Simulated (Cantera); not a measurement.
What does this Cantera script print?

```python
import numpy as np
import cantera as ct

gas_names = """
    Fe FeO Fe(OH)2 H HO2 H2 H2O H2O2 H2S H2SO4 O OH O2 O3 S SH SO SO2 SO3 S2 S2O S8
""".split()
cond_names = """
    Fe(a) Fe(c) Fe(d) Fe(L) FeO(s) FeO(L) Fe(OH)2(s) Fe(OH)3(s) FeS(a) FeS(b) FeS(c) FeS(L) FeSO4(s)
    FeS2(s) Fe2O3(s) Fe2S3O12(s) Fe3O4(s) H2O(s) H2O(L) H2SO4(L) S(cr1) S(cr2) S(L)
""".split()


# ... load() reads the species with a 1 bar reference pressure and builds the phases ...
atoms = {
    'FeS2': {'Fe': 1, 'S': 2},
    'H2S': {'H': 2, 'S': 1},
    'O2': {'O': 2},
}
top_T = {'FeSO4(s)': 950, 'FeS2(s)': 1010, 'Fe2O3(s)': 1830, 'Fe2S3O12(s)': 1100, 'Fe3O4(s)': 1870}  # K; cautious upper limits of use, not melting points


# ... equilibrate(T, P, feed) seeds the gas with the atoms and calls Mixture.equilibrate('TP', solver="vcs", rtol=1e-11, max_steps=5000) ...
results = []
feed = {'FeS2': 1, 'H2S': 0.19, 'O2': 2.5}  # mol
T = 698  # K
P = 101325  # Pa
mix = equilibrate(T, P, feed)
results.append((T, P, feed, dict(zip(mix.species_names, mix.species_moles))))
x = sorted(zip(gas.X, gas.species_names), reverse=True)
print(f"T = {T:g} K  P = {P:g} Pa  gas = {mix.phase_moles(0):.4g} mol")
print("   x: " + "  ".join(f"{s} {v:.3e}" for v, s in x if v > 1e-06))
print("   condensed (mol): " + ("  ".join(f"{mix.phase(i).name} {mix.phase_moles(i):.4g}"
      for i in range(1, mix.n_phases) if mix.phase_moles(i) > 1e-12) or "none"))
```

It prints:

```
T = 698 K  P = 101325 Pa  gas = 1.991 mol
   x: SO2 9.044e-01  H2O 9.530e-02  H2S 1.247e-04  S2 8.635e-05  S2O 6.125e-05
   condensed (mol): FeS2(s) 0.1942  Fe2O3(s) 0.4029
```

These are equilibrium values from Cantera (NASA tables, ideal gas, pure condensed phases), not measurements of a reactor.
